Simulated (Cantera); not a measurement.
## Diamond growth

A diamond (100) surface in a fixed gas of H2 with x(CH4) = 0.017, x(H) = 0.00055, x(CH3) = 0.00035, at 1025 K; coverages are run to steady state.

Cantera simulation using the Harris–Goodwin 1993 mechanism for the reconstructed diamond (100) surface; the numbers are that mechanism's predictions, not measurements.

```csv
P (Pa),growth (µm/h),θ c6HH,θ c6H*,θ c6*H,θ c6**,θ c6HM
650,0.213,0.547,0.0189,0.361,0.00807,0.0450
1200,0.584,0.527,0.0182,0.347,0.00776,0.0699
2100,1.38,0.505,0.0174,0.332,0.00742,0.0970
3700,3.10,0.483,0.0166,0.317,0.00708,0.125
6500,6.45,0.464,0.0159,0.303,0.00677,0.149
12000,13.4,0.448,0.0153,0.292,0.00653,0.169
21000,25.2,0.438,0.0149,0.285,0.00638,0.182
37000,46.2,0.432,0.0147,0.281,0.00628,0.190
```
θ: site fractions in the mechanism's names (c6HH fully hydrogenated, c6H* and c6*H radical sites, c6** diradical, c6HM methylated).
